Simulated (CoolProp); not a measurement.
Vapour-liquid equilibrium of dimethyl ether (1) + R236EA (2) at 2.97 bar; x and y are mole fractions of (1).

Values from CoolProp's multi-fluid Helmholtz-energy mixture model, Wu 2011 and Rui 2013; pair parameters Bell 2016.

```
x      bubble temperature, mixture model (K)  bubble temperature, Raoult's law (K)  y, mixture model  y, Raoult's law
-----  -------------------------------------  ------------------------------------  ----------------  ---------------
0.05                                   308.9                                 306.5             0.058            0.126
0.125                                  308.3                                 303.0                 ?            0.285
0.2                                        ?                                 299.7             0.250            0.415
0.275                                  306.3                                 296.6                 ?            0.523
0.35                                   304.6                                 293.8             0.473            0.613
0.425                                  302.4                                 291.3             0.587            0.689
0.5                                    299.5                                 288.8             0.695            0.752
0.575                                  296.1                                 286.6             0.789            0.807
0.65                                   292.3                                 284.5             0.865            0.853
0.725                                  288.3                                 282.5             0.921            0.893
0.8                                    284.4                                 280.7             0.958            0.928
0.875                                      ?                                 278.9                 ?            0.958
0.95                                   277.9                                 277.3                 ?            0.984
```

Q: Fill in the missing entries.

A: 
- 0.125, y, mixture model: 0.150
- 0.2, bubble temperature, mixture model (K): 307.5
- 0.275, y, mixture model: 0.359
- 0.875, bubble temperature, mixture model (K): 280.9
- 0.875, y, mixture model: 0.982
- 0.95, y, mixture model: 0.995

The largest gap from Raoult's law is +11.1 K in bubble temperature, at x = 0.425. No azeotrope shows between x = 0.05 and 0.95.

Pair parameters are fitted to limited data, so mixtures are less certain than the pure fluids.
